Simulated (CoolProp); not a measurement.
Properties of R365MFC along the isobar 4.18 MPa.

The numbers come from the reference Helmholtz-energy equation of state, Lemmon 2016 in CoolProp.

```json
[
 {"T (K)": "352.9", "phase": "liquid", "Z": "0.1838", "cp (kJ/(kg K))": "1.481", "cv (kJ/(kg K))": "1.121", "Joule-Thomson coefficient (K/MPa)": "-0.1592", "isothermal compressibility (1/MPa)": "(withheld)"},
 {"T (K)": "367.6", "phase": "liquid", "Z": "0.1822", "cp (kJ/(kg K))": "1.518", "cv (kJ/(kg K))": "1.145", "Joule-Thomson coefficient (K/MPa)": "-0.09800", "isothermal compressibility (1/MPa)": "0.004565"},
 {"T (K)": "382.3", "phase": "liquid", "Z": "0.1815", "cp (kJ/(kg K))": "1.561", "cv (kJ/(kg K))": "1.169", "Joule-Thomson coefficient (K/MPa)": "-0.01801", "isothermal compressibility (1/MPa)": "0.005859"},
 {"T (K)": "397", "phase": "liquid", "Z": "0.1818", "cp (kJ/(kg K))": "1.610", "cv (kJ/(kg K))": "1.194", "Joule-Thomson coefficient (K/MPa)": "0.09110", "isothermal compressibility (1/MPa)": "0.007784"},
 {"T (K)": "411.7", "phase": "liquid", "Z": "(withheld)", "cp (kJ/(kg K))": "(withheld)", "cv (kJ/(kg K))": "1.220", "Joule-Thomson coefficient (K/MPa)": "0.2486", "isothermal compressibility (1/MPa)": "0.01085"},
 {"T (K)": "426.4", "phase": "liquid", "Z": "0.1875", "cp (kJ/(kg K))": "1.752", "cv (kJ/(kg K))": "1.247", "Joule-Thomson coefficient (K/MPa)": "0.4949", "isothermal compressibility (1/MPa)": "0.01629"},
 {"T (K)": "441.1", "phase": "liquid", "Z": "0.1948", "cp (kJ/(kg K))": "1.879", "cv (kJ/(kg K))": "1.279", "Joule-Thomson coefficient (K/MPa)": "0.9335", "isothermal compressibility (1/MPa)": "0.02769"},
 {"T (K)": "455.9", "phase": "liquid", "Z": "0.2096", "cp (kJ/(kg K))": "(withheld)", "cv (kJ/(kg K))": "1.322", "Joule-Thomson coefficient (K/MPa)": "1.948", "isothermal compressibility (1/MPa)": "0.06197"},
 {"T (K)": "470.6", "phase": "supercritical", "Z": "(withheld)", "cp (kJ/(kg K))": "3.684", "cv (kJ/(kg K))": "1.414", "Joule-Thomson coefficient (K/MPa)": "6.747", "isothermal compressibility (1/MPa)": "0.4015"},
 {"T (K)": "485.3", "phase": "supercritical", "Z": "(withheld)", "cp (kJ/(kg K))": "2.667", "cv (kJ/(kg K))": "1.417", "Joule-Thomson coefficient (K/MPa)": "11.85", "isothermal compressibility (1/MPa)": "0.6252"},
 {"T (K)": "500", "phase": "supercritical", "Z": "0.5923", "cp (kJ/(kg K))": "1.883", "cv (kJ/(kg K))": "1.356", "Joule-Thomson coefficient (K/MPa)": "9.110", "isothermal compressibility (1/MPa)": "0.4255"}
]
```

Q: Some entries are withheld; supply them.

A: 
- 352.9, isothermal compressibility (1/MPa): 0.003648
- 411.7, Z: 0.1837
- 411.7, cp (kJ/(kg K)): 1.671
- 455.9, cp (kJ/(kg K)): 2.144
- 470.6, Z: 0.2589
- 485.3, Z: 0.4899

The peak of cp marks the crossing from liquid-like to gas-like fluid above the critical point.
